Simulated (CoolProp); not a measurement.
Properties of propylene along the isobar 1.01 bar.

Computed with CoolProp (reference Helmholtz-energy equation of state, Lemmon 2013).

```
T (K)   phase  Joule-Thomson coefficient (K/MPa)  isothermal compressibility (1/MPa)  fugacity coefficient
-----  ------  ---------------------------------  ----------------------------------  --------------------
169.7  liquid                            -0.5130                           0.0009575               0.02964
178.7  liquid                            -0.5027                            0.001055               0.06204
187.7  liquid                            -0.4899                            0.001167                0.1196
196.7  liquid                            -0.4745                            0.001296                0.2148
205.7  liquid                            -0.4562                            0.001445                0.3631
214.7  liquid                            -0.4348                            0.001618                0.5824
223.7  liquid                            -0.4099                            0.001822                0.8924
232.7     gas                              36.85                               10.24                   ___
241.6     gas                              32.84                               10.20                   ___
250.6     gas                              29.32                               10.16                0.9754
259.6     gas                                ___                               10.13                0.9781
268.6     gas                              23.63                               10.11                0.9803
277.6     gas                                ___                               10.09                0.9823
286.6     gas                              19.33                               10.07                0.9840
295.6     gas                              17.59                               10.05                0.9855
```

**Question.** Fill in the missing entries.

**Answer.** 
- 232.7, fugacity coefficient: 0.9687
- 241.6, fugacity coefficient: 0.9723
- 259.6, Joule-Thomson coefficient (K/MPa): 26.27
- 277.6, Joule-Thomson coefficient (K/MPa): 21.33
